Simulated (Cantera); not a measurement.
Input: 1 mol MgO, 1.1 mol F2, held at 377 °C and 0.210 bar.

Method: chemical equilibrium by Gibbs-energy minimisation in Cantera with the NASA 1993 tables (ideal gas, pure condensed phases). Candidate condensed phases: Mg, MgF2, MgO; 14 gas species. The numbers say what is thermodynamically allowed, not how fast it happens.

Base state: O2 0.833, F2 0.166, F 0.000437, FO2 5.17e-5 (mole fractions); condensed: MgF2(s).

Question: What changes in the equilibrium state with this change: pressure from 0.210 bar to 0.0140 bar?

Answer: 
```csv
species,before,after
O2,0.833,0.833
F2,0.166,0.166
F,0.000437,0.00169
FO2,5.17e-5,1.33e-5
"MgF2(s), mol",1.00,1.00
```

Question: What changes in the equilibrium state with this change: temperature from 377 °C to 825 °C?

Answer: 
```csv
species,before,after
O2,0.833,0.772
F,0.000437,0.148
F2,0.166,0.0805
FO2,5.17e-5,9.03e-5
"MgF2(s), mol",1.00,1.00
```
